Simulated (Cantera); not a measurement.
Input: 1 mol Nb2O5, 44 mol H2, 3.6 mol H2O, equilibrated at 998 K and 1.00 Torr.

Equilibrium computed with Cantera from the NASA thermochemical tables; the gas is ideal and each condensed phase is pure. Candidate condensed phases: H2O, Nb, NbO, NbO2, Nb2O5; 12 gas species. Condensed phases not in the tables: the oxides between NbO2 and Nb2O5. Kinetics and transport are ignored.

Base state: H2 0.924, H2O 0.0756 (mole fractions); condensed: Nb2O5(s).

Q: What changes in the equilibrium state with this change: temperature from 998 K to 2173.15 K?

A: 
```json
[
 {"species": "H2", "before": "0.924", "after": "0.759"},
 {"species": "H", "before": "5.66e-8", "after": "0.115"},
 {"species": "H2O", "before": "0.0756", "after": "0.0857"},
 {"species": "NbO2", "before": "<1e-9", "after": "0.0377"},
 {"species": "OH", "before": "<1e-9", "after": "0.00174"},
 {"species": "NbO", "before": "<1e-9", "after": "0.000302"},
 {"species": "O", "before": "<1e-9", "after": "0.000185"},
 {"species": "Nb2O5(s), mol", "before": "1.00", "after": "0"}
]
```

Q: What changes in the equilibrium state with this change: temperature from 998 K to 1523 K?

A: 
```json
[
 {"species": "H2", "before": "0.924", "after": "0.906"},
 {"species": "H2O", "before": "0.0756", "after": "0.0935"},
 {"species": "H", "before": "5.66e-8", "after": "0.000602"},
 {"species": "Nb2O5(s), mol", "before": "1.00", "after": "0.146"},
 {"species": "NbO2(s), mol", "before": "0", "after": "1.71"}
]
```
Mutual solubility and eutectic melting of coexisting phases are not modelled.
